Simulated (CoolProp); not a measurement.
Values from CoolProp's reference Helmholtz-energy equation of state, Schmidt 1985.

**Question.** Give the vapour pressure (MPa), vapour Z, liquid viscosity (µPa s) of saturated oxygen at -193.75, -179.75, -165.65 °C.

**Answer.** 
```tsv
T (°C)	p (MPa)	vapour Z	liquid viscosity (µPa s)
-193.75	0.0278	0.988	266
-179.75	0.140	0.959	179
-165.65	0.455	0.906	128
```

Viscosity comes from a separate model (Lemmon 2004).
